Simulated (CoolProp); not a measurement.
A simple Rankine cycle with chloromethane (R40): condensing at 327.15 K, boiler at 2.96 MPa, turbine inlet 370.2 K, turbine efficiency 0.6, pump efficiency 0.7, no recuperator. Each further row changes one setting.

Values from CoolProp's reference Helmholtz-energy equation of state, Thol 2014.

```json
[
 {"case": "as stated", "thermal efficiency (%)": "5.6", "net work (kJ/kg)": "18.8", "heat in (kJ/kg)": "339", "turbine exit temperature (K)": "327.1", "volume ratio over the turbine": "2.39"},
 {"case": "turbine inlet 390.2 K", "thermal efficiency (%)": "5.8", "net work (kJ/kg)": "21.5", "heat in (kJ/kg)": "370", "turbine exit temperature (K)": "338.4", "volume ratio over the turbine": "2.30"},
 {"case": "condensing temperature 319.15 K", "thermal efficiency (%)": "6.6", "net work (kJ/kg)": "23.3", "heat in (kJ/kg)": "352", "turbine exit temperature (K)": "319.2", "volume ratio over the turbine": "2.89"},
 {"case": "boiler pressure 2.07 MPa", "thermal efficiency (%)": "3.6", "net work (kJ/kg)": "13.3", "heat in (kJ/kg)": "365", "turbine exit temperature (K)": "341.1", "volume ratio over the turbine": "1.62"},
 {"case": "turbine efficiency 0.5", "thermal efficiency (%)": "4.5", "net work (kJ/kg)": "15.2", "heat in (kJ/kg)": "339", "turbine exit temperature (K)": "327.1", "volume ratio over the turbine": "2.41"}
]
```

The expansion ends wet for: as stated; condensing temperature 319.15 K; turbine efficiency 0.5.
